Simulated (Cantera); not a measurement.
A closed system holds: 1 mol SiHCl3, 0.45 mol HCl, 47 mol H2, equilibrated at 1400 K and 0.100 bar.

These are equilibrium values from Cantera (NASA tables, ideal gas, pure condensed phases), not measurements of a reactor. Candidate condensed phases: Si; 19 gas species. The tables' values for SiCl3 are old estimates; treat these amounts as uncertain. The numbers say what is thermodynamically allowed, not how fast it happens.

Base state: H2 0.941, HCl 0.0502, SiCl2 0.00790, SiCl3 0.000643, SiHCl3 0.000295, SiCl4 0.000222, SiH2Cl2 5.88e-5, H 1.49e-5 (mole fractions); condensed: Si(s).

**Question.** What changes in the equilibrium state with this change: temperature from 1400 K to 1200 K?

**Answer.** 
```json
[
 {"species": "H2", "before": "0.941", "after": "0.952"},
 {"species": "HCl", "before": "0.0502", "after": "0.0374"},
 {"species": "SiCl4", "before": "0.000222", "after": "0.00361"},
 {"species": "SiCl2", "before": "0.00790", "after": "0.00346"},
 {"species": "H", "before": "1.49e-5", "after": "6.09e-7"},
 {"species": "SiHCl3", "before": "0.000295", "after": "0.00250"},
 {"species": "SiH2Cl2", "before": "5.88e-5", "after": "0.000227"},
 {"species": "SiCl3", "before": "0.000643", "after": "0.00119"},
 {"species": "Si(s), mol", "before": "0.549", "after": "0.460"}
]
```
